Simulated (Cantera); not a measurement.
A perfectly stirred reactor is fed with H2 : O2 : N2 = 1 : 0.588 : 2.21 (molar parts), equivalence ratio 0.85, at 4.93 atm; it is adiabatic with a 823 K inlet, and is followed from long to short residence time, starting on the burning branch (τ in s: 0.028, 0.015, 0.0077, 0.004, 0.0021, 0.0011, 0.00058, 0.00031, 0.00016, 8.5e-05).

Detailed kinetics in Cantera: the H2/O2 subset of GRI-Mech 3.0, which has no nitrogen chemistry. The hydrogen kinetics of GRI-Mech 3.0 are dated; newer H2 mechanisms differ, most at raised pressure.

What does this change do: inlet temperature 823 to 375 K?


```csv
quantity,before,after
"blow-out, bracketed by the residence times tried","burning at 85.0 µs, the shortest tried","burning at 85.0 µs, the shortest tried"
x(H2) at τ = 28.0 ms,0.00761,0.00200
x(O2) at τ = 28.0 ms,0.0264,0.0261
x(H) at τ = 28.0 ms,0.00153,0.000222
x(H2O2) at τ = 28.0 ms,9.02e-7,5.01e-7
x(OH) at τ = 28.0 ms,0.0133,0.00544
x(H2) at τ = 1.10 ms,0.00869,0.00410
x(O2) at τ = 1.10 ms,0.0268,0.0266
x(H) at τ = 1.10 ms,0.00186,0.000613
x(H2O2) at τ = 1.10 ms,8.92e-7,6.29e-7
x(OH) at τ = 1.10 ms,0.0139,0.00714
```
